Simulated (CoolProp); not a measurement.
Properties of hydrogen chloride at several states (Tc = 51.5 °C, pc = 8.314 MPa, ω = 0.130).

Computed with CoolProp (reference Helmholtz-energy equation of state, Thol 2018).

```tsv
T (°C)	p (MPa)	phase	density (kg/m³)	isothermal compressibility (1/MPa)	expansivity (1/kK)
99.05	0.454	gas	5.422	2.233	2.801
388.95	3.37	gas	22.58	0.2999	1.601
80.95	0.545	gas	6.880	1.870	2.994
-78.25	36.1	liquid	1212	0.0008750	1.740
```
